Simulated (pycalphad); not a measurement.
An equivalent pycalphad script:

```python
from pycalphad import Database, equilibrium, calculate, variables as v
import numpy as np
db = Database('COST507.tdb')
comps = ['LI', 'MG', 'VA']
phases = ['BCC_A2', 'HCP_A3', 'LIQUID']
from pycalphad.mapping import BinaryStrategy
m = BinaryStrategy(db, comps, phases, {v.X('MG'): (0, 1, 0.02), v.T: (350, 1150, 10), v.P: 101325, v.N: 1})
m.do_map()
```

All values are pycalphad results on the COST 507 light-alloy database (1999) (1 atm), not direct measurements. The database dates from 1999; later assessments differ in places, in temperatures and in the compounds included. Diffusion is slow at the low end, where real alloys seldom reach equilibrium.

Three-phase equilibria found:

```
type      reaction on cooling  T (K)  Mg in phase 1 (at.%)  Mg in phase 2 (at.%)  Mg in phase 3 (at.%)
--------  -------------------  -----  --------------------  --------------------  --------------------
eutectic   liquid → bcc + hcp  865.2                  76.0                  77.4                  83.4
```

Phases 1 to 3 are ordered by rising Mg content. The map covers 350 K to 1150 K; reactions that its mapper missed or could not classify are not listed.
